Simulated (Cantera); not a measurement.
**Premixed flame**

A freely propagating, adiabatic, planar premixed flame of CH4 : C2H6 : C3H8 : O2 : N2 = 1 : 0.16 : 1.1 : 10.5 : 39.4 (molar parts), unburnt at 425 K and 41000 Pa; mixture-averaged transport, grid criteria slope 0.08 and curve 0.16, no radiation.

Detailed kinetics in Cantera: GRI-Mech 3.0 (53 species, 325 reactions). GRI-Mech 3.0 was tuned for natural gas; its chemistry of propane as a main component is partial and can be far from experiment. Burning velocities carry a grid error of a few per cent, more on coarse grids.

```json
[
 {"z (mm)": "-2.40", "T (K)": "425", "u (m/s)": "0.759", "x CH4": "0.0192", "x C2H6": "0.00307", "x C3H8": "0.0211", "x H2": "0.000448", "x CH2CO": "<1e-8", "x O2": "0.201"},
 {"z (mm)": "-1.60", "T (K)": "426", "u (m/s)": "0.761", "x CH4": "0.0191", "x C2H6": "0.00306", "x C3H8": "0.0211", "x H2": "0.00140", "x CH2CO": "2.11e-8", "x O2": "0.201"},
 {"z (mm)": "-1.20", "T (K)": "430", "u (m/s)": "0.769", "x CH4": "0.0191", "x C2H6": "0.00306", "x C3H8": "0.0210", "x H2": "0.00264", "x CH2CO": "1.84e-7", "x O2": "0.200"},
 {"z (mm)": "-0.801", "T (K)": "464", "u (m/s)": "0.833", "x CH4": "0.0186", "x C2H6": "0.00304", "x C3H8": "0.0209", "x H2": "0.00529", "x CH2CO": "3.37e-6", "x O2": "0.197"},
 {"z (mm)": "-0.400", "T (K)": "757", "u (m/s)": "1.38", "x CH4": "0.0152", "x C2H6": "0.00289", "x C3H8": "0.0167", "x H2": "0.0101", "x CH2CO": "9.51e-5", "x O2": "0.172"},
 {"z (mm)": "-0.200", "T (K)": "1122", "u (m/s)": "2.09", "x CH4": "0.0104", "x C2H6": "0.00201", "x C3H8": "0.00721", "x H2": "0.0126", "x CH2CO": "0.000405", "x O2": "0.137"},
 {"z (mm)": "0", "T (K)": "1490", "u (m/s)": "2.81", "x CH4": "0.00370", "x C2H6": "0.000228", "x C3H8": "0.000383", "x H2": "0.0125", "x CH2CO": "0.000630", "x O2": "0.0961"},
 {"z (mm)": "0.200", "T (K)": "1645", "u (m/s)": "3.11", "x CH4": "0.000466", "x C2H6": "1.63e-6", "x C3H8": "8.38e-7", "x H2": "0.00896", "x CH2CO": "0.000142", "x O2": "0.0719"},
 {"z (mm)": "0.400", "T (K)": "1690", "u (m/s)": "3.18", "x CH4": "3.06e-5", "x C2H6": "<1e-8", "x C3H8": "<1e-8", "x H2": "0.00680", "x CH2CO": "8.85e-6", "x O2": "0.0625"},
 {"z (mm)": "0.801", "T (K)": "1742", "u (m/s)": "3.26", "x CH4": "1.50e-7", "x C2H6": "<1e-8", "x C3H8": "<1e-8", "x H2": "0.00615", "x CH2CO": "2.97e-8", "x O2": "0.0562"},
 {"z (mm)": "1.60", "T (K)": "1810", "u (m/s)": "3.37", "x CH4": "<1e-8", "x C2H6": "<1e-8", "x C3H8": "<1e-8", "x H2": "0.00575", "x CH2CO": "<1e-8", "x O2": "0.0525"},
 {"z (mm)": "3.20", "T (K)": "1887", "u (m/s)": "3.49", "x CH4": "<1e-8", "x C2H6": "<1e-8", "x C3H8": "<1e-8", "x H2": "0.00454", "x CH2CO": "<1e-8", "x O2": "0.0502"},
 {"z (mm)": "6.41", "T (K)": "1960", "u (m/s)": "3.61", "x CH4": "<1e-8", "x C2H6": "<1e-8", "x C3H8": "<1e-8", "x H2": "0.00304", "x CH2CO": "<1e-8", "x O2": "0.0482"}
]
```
x: mole fraction of selected species; z is measured from the peak of heat release.

The laminar burning velocity comes out as 75.8 cm/s. The thermal thickness is 0.801 mm and the peak x(H2) comes out as 0.0131. The peak x(CH2CO) comes out as 0.000672 and the grid points comes out as 141.
